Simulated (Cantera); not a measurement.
## Silicon oxide and oxynitride deposition: SiH2Cl2 + N2O + H2 + HCl

Charge: 1 mol SiH2Cl2, 6.4 mol N2O, 1.3 mol H2, 0.76 mol HCl, at 0.133 bar.

These are equilibrium values from Cantera (NASA tables, ideal gas, pure condensed phases), not measurements of a reactor. Candidate condensed phases: H2O, NH4Cl, Si, SiO2, Si2N2O, Si3N4; 47 gas species. The tables hold silica as quartz up to 1696 K and as liquid above; real silica turns to tridymite and cristobalite and melts near 1996 K. Gases not in the tables: Si(OH)4. Equilibrium is a limit: real reactors are often held back by kinetics, nucleation or transport.

From 725 K to 825 K the condensed part is SiO2(α-quartz). From 925 K to 1625 K the condensed part is SiO2(β-quartz). From 1725 K to 1925 K the condensed part is SiO2(condensed). At 2025 K the condensed part is SiO2(l).

```tsv
T (K)	x N2	x HCl	x H2O	x O2	x Cl2	x Cl	n SiO2(α-quartz)	n SiO2(β-quartz)	n SiO2(condensed)	n SiO2(l)
725	0.548	0.126	0.167	0.105	0.0553	8.84e-7	1.00	0	0	0
825	0.542	0.164	0.145	0.114	0.0348	8.40e-6	1.00	0	0	0
925	0.538	0.190	0.130	0.120	0.0211	4.60e-5	0	1.00	0	0
1025	0.536	0.206	0.122	0.123	0.0127	0.000173	0	1.00	0	0
1125	0.535	0.215	0.117	0.125	0.00783	0.000497	0	1.00	0	0
1225	0.534	0.219	0.114	0.126	0.00499	0.00118	0	1.00	0	0
1325	0.533	0.221	0.113	0.127	0.00330	0.00243	0	1.00	0	0
1425	0.533	0.221	0.113	0.127	0.00226	0.00447	0	1.00	0	0
1525	0.532	0.219	0.113	0.126	0.00158	0.00750	0	1.00	0	0
1625	0.531	0.215	0.115	0.124	0.00112	0.0117	0	1.00	0	0
1725	0.530	0.210	0.117	0.123	0.000805	0.0170	0	0	1.00	0
1825	0.528	0.204	0.119	0.120	0.000583	0.0235	0	0	1.000	0
1925	0.527	0.196	0.122	0.117	0.000424	0.0309	0	0	1.000	0
2025	0.524	0.187	0.125	0.114	0.000310	0.0391	0	0	0	1.000
```
x: gas mole fraction; n: condensed amount in mol.
